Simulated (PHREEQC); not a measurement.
1 kg of water holding 0.5 mol/kgw KCl and 0.0046 mol/kgw NaHCO3 is evaporated at 25 °C; the solids stay in contact with the brine. The system is closed to CO2. Only these solids could form: Halite, Kalicinite, Nahcolite, Natron, Sylvite, Trona.

Model: Pitzer model, pitzer.dat, run in PHREEQC.

| water left (kg) | ionic strength | water activity | Sylvite (mol) | C in solution (mol/kgw) | Na in solution (mol/kgw) | Cl in solution (mol/kgw) |
|---|---|---|---|---|---|---|
| 1 | 0.505 | 0.984 | 0 | 0.00460 | 0.00460 | 0.500 |
| 0.6755 | 0.747 | 0.976 | 0 | 0.00681 | 0.00681 | 0.740 |
| 0.5552 | 0.909 | 0.971 | 0 | 0.00829 | 0.00829 | 0.901 |
| 0.375 | 1.35 | 0.957 | 0 | 0.0123 | 0.0123 | 1.33 |
| 0.2533 | 1.99 | 0.937 | 0 | 0.0182 | 0.0182 | 1.97 |
| 0.2082 | 2.42 | 0.923 | 0 | 0.0221 | 0.0221 | 2.40 |
| 0.1407 | 3.59 | 0.884 | 0 | 0.0327 | 0.0327 | 3.55 |
| 0.09502 | 4.84 | 0.842 | 0.0452 | 0.0484 | 0.0484 | 4.79 |
| 0.06418 | 4.86 | 0.841 | 0.193 | 0.0717 | 0.0717 | 4.78 |
| 0.05276 | 4.87 | 0.840 | 0.248 | 0.0872 | 0.0872 | 4.78 |
| 0.03564 | 4.91 | 0.839 | 0.330 | 0.129 | 0.129 | 4.78 |
| 0.02407 | 4.96 | 0.837 | 0.385 | 0.191 | 0.191 | 4.77 |
| 0.01979 | 5.00 | 0.836 | 0.406 | 0.232 | 0.232 | 4.77 |
| 0.01337 | 5.10 | 0.833 | 0.436 | 0.344 | 0.344 | 4.75 |
| 0.00903 | 5.25 | 0.828 | 0.457 | 0.509 | 0.509 | 4.73 |
| 0.007427 | 5.35 | 0.825 | 0.465 | 0.619 | 0.619 | 4.72 |
| 0.005012 | 5.62 | 0.817 | 0.476 | 0.918 | 0.918 | 4.69 |

Sylvite from water left = 0.09502 kg (pH 7.69).
